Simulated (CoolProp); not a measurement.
Computed with CoolProp (reference Helmholtz-energy equation of state, Lemmon 2006). It is a short technical equation, of lower accuracy than the large ones.

**Question.** For C3F8 (R218), give the phase and the Joule-Thomson coefficient (K/MPa), viscosity (µPa s), conductivity (mW/(m K)) at 392.5 K and 0.791 bar; 392.5 K and 5.39 bar; 392.5 K and 10.2 bar.

**Answer.** 
- 392.5 K and 0.791 bar: gas; Joule-Thomson coefficient 5.43, viscosity 16.3, conductivity 20.4
- 392.5 K and 5.39 bar: gas; Joule-Thomson coefficient 5.75, viscosity 16.4, conductivity 20.6
- 392.5 K and 10.2 bar: gas; Joule-Thomson coefficient 6.12, viscosity 16.7, conductivity 21.0

Viscosity comes from a separate model (Huber 2003), an estimate that may be off by 10 % or more. Thermal conductivity comes from a separate model (Huber 2003), an estimate that may be off by 10 % or more.
